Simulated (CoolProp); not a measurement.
R236FA along the isotherm 233 K: fugacity coefficient from the reference equation and from simpler models built on Tc = 398.1 K, pc = 3.191 MPa, ω = 0.377; each cubic takes its own stable root.

Values from CoolProp's reference Helmholtz-energy equation of state, Pan 2012.

```
p (MPa)   phase  reference  van der Waals  Redlich-Kwong  Soave-Redlich-Kwong  Peng-Robinson
-------  ------  ---------  -------------  -------------  -------------------  -------------
0.0151   liquid     0.9502         0.9952         0.9930               0.9400         0.9761
0.0228   liquid     0.6295         0.9927         0.9894               0.6228         0.6467
0.0344   liquid          ?         0.9890         0.9840               0.4130         0.4289
0.052    liquid     0.2764         0.9834              ?               0.2735         0.2840
0.0784   liquid          ?              ?         0.6256                    ?         0.1886
0.118    liquid     0.1222         0.9624         0.4166               0.1210         0.1255
0.178    liquid    0.08127         0.9432         0.2771              0.08047        0.08348
0.269    liquid    0.05402         0.8256         0.1844              0.05352        0.05549
0.406    liquid    0.03604         0.5535         0.1231              0.03573        0.03701
0.613    liquid    0.02412         0.3732        0.08254              0.02394        0.02477
0.924    liquid    0.01625         0.2543              ?              0.01616        0.01668
1.39     liquid    0.01106         0.1759        0.03808              0.01102        0.01135
2.1      liquid   0.007586         0.1237        0.02627             0.007590       0.007780
3.17     liquid   0.005302        0.08969        0.01851             0.005336       0.005433
4.79     liquid   0.003805        0.06800        0.01345             0.003862       0.003893
```

Q: Fill in the missing entries.

A: 
- 0.0344, reference: 0.4175
- 0.052, Redlich-Kwong: 0.9418
- 0.0784, reference: 0.1836
- 0.0784, van der Waals: 0.9750
- 0.0784, Soave-Redlich-Kwong: 0.1817
- 0.924, Redlich-Kwong: 0.05576

At some of these states van der Waals, Redlich-Kwong gives the other phase, because its saturation line lies elsewhere.
